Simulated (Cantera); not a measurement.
Standard-state values (1 bar) from the NASA 1993 polynomials, evaluated with Cantera. Values are per mole of reaction as written; species without (g) are pure solids or liquids, kept so even where they would boil at 1 bar.

Question: Between 948 and 1048 K, where is each reaction favourable under standard conditions?
- 3 Si + O3(g) ⇌ 3 SiO(g)

Answer: 
- 3 Si + O3(g) ⇌ 3 SiO(g): ΔG° is -756 kJ at 948 K and -788 kJ at 1048 K; it stays negative (K > 1). ΔH° is -461 kJ and ΔS° 312 J/K at 1048 K.
